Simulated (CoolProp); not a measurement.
Vapour-liquid equilibrium of CH2F2 (R32) (1) + R1234yf (2) at 24 kPa; x and y are mole fractions of (1).

The numbers come from the multi-fluid Helmholtz-energy mixture model, Tillner-Roth 1997 and Lemmon 2022; pair parameters Bell 2023 in CoolProp.

Task: Give the bubble temperature and the first vapour's composition at x = 0.05, 0.35, 0.8. Is there an azeotrope?

Result: x = 0.05: -61.1 °C, y = 0.217; x = 0.35: -71.4 °C, y = 0.706; x = 0.8: -75.6 °C, y = 0.886. No azeotrope shows between x = 0.05 and 0.95.

Pair parameters are fitted to limited data, so mixtures are less certain than the pure fluids.
